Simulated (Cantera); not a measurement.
# Low-pressure radical oxidation in H2/O2

An isothermal, constant-pressure homogeneous reactor starts with H2 : O2 = 0.062 : 1 (molar parts), equivalence ratio 0.031, at 1425 K and 0.00130 bar.

Detailed kinetics in Cantera: GRI-Mech 3.0 (53 species, 325 reactions). Radical loss at walls, strong at low pressure, is not modelled. The temperature is held fixed by assumption; the heat of reaction is taken as removed at once.

```tsv
t (s)	x H2	x O2	x H2O2	x HO2	x O	x H	x OH
5.00e-5	0.0584	0.942	<1e-12	8.80e-9	1.02e-9	7.82e-9	1.01e-9
0.000121	0.0584	0.942	3.19e-12	2.13e-8	5.34e-9	1.65e-8	5.22e-9
0.000294	0.0584	0.942	1.86e-11	5.17e-8	2.52e-8	3.28e-8	2.38e-8
0.000713	0.0584	0.942	1.07e-10	1.25e-7	1.14e-7	7.64e-8	1.02e-7
0.00173	0.0584	0.942	6.05e-10	3.03e-7	7.65e-7	3.67e-7	6.52e-7
0.00419	0.0583	0.942	3.19e-9	7.23e-7	2.60e-5	1.16e-5	2.19e-5
0.0102	0.0174	0.909	1.07e-8	2.17e-7	0.0229	0.00829	0.0112
0.0246	0.00113	0.892	5.68e-9	1.99e-7	0.0424	0.00742	0.00719
0.0597	0.00112	0.892	5.67e-9	1.99e-7	0.0422	0.00737	0.00717
0.145	0.00111	0.893	5.67e-9	1.98e-7	0.0418	0.00725	0.00714
0.351	0.00109	0.894	5.65e-9	1.97e-7	0.0407	0.00698	0.00706
0.851	0.00103	0.897	5.60e-9	1.94e-7	0.0382	0.00637	0.00688
2.06	0.000903	0.902	5.47e-9	1.87e-7	0.0329	0.00512	0.00646
5.00	0.000665	0.913	5.07e-9	1.68e-7	0.0236	0.00313	0.00558
```
x: mole fraction; the columns are a selection and need not sum to one.

Equilibrium at this temperature and pressure: H2 1.14e-6, O2 0.940, H2O2 2.76e-10, HO2 5.00e-8, O 3.75e-5, H 2.03e-7, OH 0.000234 (gas phase only).
